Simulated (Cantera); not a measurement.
A closed system holds: 1 mol Si2Cl6, 12 mol NH3, 0.22 mol H2, held at 1800 Pa.

Equilibrium computed with Cantera from the NASA thermochemical tables; the gas is ideal and each condensed phase is pure. Candidate condensed phases: NH4Cl, Si, Si3N4; 28 gas species. The feed counts by its element totals alone. The tables' values for SiCl3 are old estimates; treat these amounts as uncertain. Kinetics and transport are ignored. All values below are at 1323 K.

Base state: H2 0.591, HCl 0.225, N2 0.182, SiCl2 0.000998, SiCl4 0.000704, SiCl3 0.000358, SiHCl3 9.36e-5 (mole fractions); condensed: Si3N4(s).

Problem. What changes in the equilibrium state with this change: pressure from 1800 Pa to 91000 Pa?

Solution. 
| species | before | after |
|---|---|---|
| H2 | 0.591 | 0.594 |
| HCl | 0.225 | 0.221 |
| N2 | 0.182 | 0.182 |
| SiCl4 | 0.000704 | 0.00236 |
| NH3 | 3.95e-7 | 2.02e-5 |
| SiCl2 | 0.000998 | 6.95e-5 |
| SiHCl3 | 9.36e-5 | 0.000323 |
| SiCl3 | 0.000358 | 0.000173 |
| Si3N4(s), mol | 0.648 | 0.641 |
